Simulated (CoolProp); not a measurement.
Sulfur hexafluoride along the isotherm 303.1 K: Z from the reference equation and from simpler models built on Tc = 318.7 K, pc = 3.755 MPa, ω = 0.210; each cubic takes its own stable root.

Values from CoolProp's reference Helmholtz-energy equation of state, Guder 2009.

```
p (MPa)   phase  reference  van der Waals  Redlich-Kwong
-------  ------  ---------  -------------  -------------
0.0297      gas     0.9969         0.9973         0.9969
0.0462      gas     0.9951         0.9959         0.9951
0.072       gas     0.9924         0.9935         0.9924
0.112       gas     0.9881         0.9899         0.9882
0.174       gas     0.9815         0.9843         0.9815
0.272       gas     0.9708         0.9752         0.9709
0.423       gas     0.9540         0.9610         0.9543
0.659       gas     0.9267         0.9379         0.9274
1.03        gas     0.8809         0.8995         0.8827
1.6         gas     0.8013         0.8336         0.8062
2.49        gas     0.6290         0.7005         0.6500
3.87     liquid     0.1669         0.2528         0.1961
6.03     liquid     0.2478         0.3553         0.2777
9.39     liquid     0.3687         0.5124         0.3987
```
